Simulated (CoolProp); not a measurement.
Vapour-liquid equilibrium of carbon dioxide (1) + ethane (2) at 268.6 K; x and y are mole fractions of (1).

Computed with CoolProp (multi-fluid Helmholtz-energy mixture model, Span 1996 and Bücker 2006; pair parameters Kunz 2012).

Give the bubble pressure and the first vapour's composition at x = 0.05, 0.25, 0.45. Is there an azeotrope?

x = 0.05: 2.328 MPa, y = 0.100; x = 0.25: 2.952 MPa, y = 0.366; x = 0.45: 3.338 MPa, y = 0.532. y crosses x between x = 0.65 and 0.75: the model has an azeotrope there.

Pair parameters are fitted to limited data, so mixtures are less certain than the pure fluids.
